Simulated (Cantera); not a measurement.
An isothermal, constant-pressure homogeneous reactor starts with CH₄ : H₂ : H = 0.035 : 1 : 0.0032 (molar parts), at 2275 K and 51.8 Torr.

Detailed kinetics in Cantera: GRI-Mech 3.0 (53 species, 325 reactions). GRI-Mech 3.0 stops at C3 and has no aromatics, soot or wall deposition, so with more carbon than oxygen in the feed, carbon stays in small species such as C2H2 where larger ones or solid carbon would form.

One state of this run: x CH₄ = 0.000141; x H₂ = 0.956; x H = 0.0277; x C₂H = 1.96e-5; x C₂H₂ = 0.0160; x CH₃ = 7.68e-5. x: mole fraction; the columns are a selection and need not sum to one.

### Question
Which value of t (s) does it belong to?
A. 3.55
B. 0.0238
C. 0.669
D. 3.00e-5

### Answer
B, 0.0238
